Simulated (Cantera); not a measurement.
Feed: 1 mol HCl, 1.9 mol O2, held at 150 bar.

These are equilibrium values from Cantera (NASA tables, ideal gas, pure condensed phases), not measurements of a reactor. Candidate condensed phases: H2O; 14 gas species. The ideal-gas law is rough above about 30 bar. Rates play no part. All values below are at 3000 K.

Base state: O2 0.593, HCl 0.195, Cl 0.0998, H2O 0.0622, Cl2 0.0163, OH 0.0155, ClO 0.00846, O 0.00712 (mole fractions); condensed: gas only.

**Question.** What changes in the equilibrium state with this change: O2 from 1.9 to 0.05 mol?

**Answer.** 
```tsv
species	before	after
HCl	0.195	0.772
Cl	0.0998	0.115
H2O	0.0622	0.0735
O2	0.593	0.00609
OH	0.0155	0.00536
Cl2	0.0163	0.0218
HO2	0.000256	8.95e-6
H2	0.000295	0.00345
```
